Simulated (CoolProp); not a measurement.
Saturated liquid density (kg/m³) of chlorine: the reference equation beside estimates from Tc = 416.9 K, pc = 7642 kPa, ω = 0.070. Rackett uses Z = 0.29056 − 0.08775 ω.

The numbers come from the reference Helmholtz-energy equation of state, Thol 2021 in CoolProp.

```json
[
 {"T (K)": "211.2", "reference": "1640", "Rackett": "1536", "Redlich-Kwong": "1516"},
 {"T (K)": "228.2", "reference": "1594", "Rackett": "1498", "Redlich-Kwong": "1475"},
 {"T (K)": "245.2", "reference": "?", "Rackett": "1458", "Redlich-Kwong": "1432"},
 {"T (K)": "262.2", "reference": "?", "Rackett": "1417", "Redlich-Kwong": "1385"},
 {"T (K)": "279.2", "reference": "1450", "Rackett": "?", "Redlich-Kwong": "1334"},
 {"T (K)": "296.2", "reference": "1399", "Rackett": "1328", "Redlich-Kwong": "1279"},
 {"T (K)": "313.3", "reference": "1344", "Rackett": "1279", "Redlich-Kwong": "1218"},
 {"T (K)": "330.3", "reference": "1286", "Rackett": "1226", "Redlich-Kwong": "1152"},
 {"T (K)": "347.3", "reference": "1223", "Rackett": "1168", "Redlich-Kwong": "1078"},
 {"T (K)": "364.3", "reference": "?", "Rackett": "1102", "Redlich-Kwong": "?"}
]
```

Question: Fill in the missing entries.

Answer: 
- 245.2, reference: 1547
- 262.2, reference: 1499
- 279.2, Rackett: 1374
- 364.3, reference: 1151
- 364.3, Redlich-Kwong: 993.4

Absolute difference from the reference over all 10 rows, mean and median: Rackett 5.2 and 5.2 %, Redlich-Kwong 9.2 and 8.3 %.
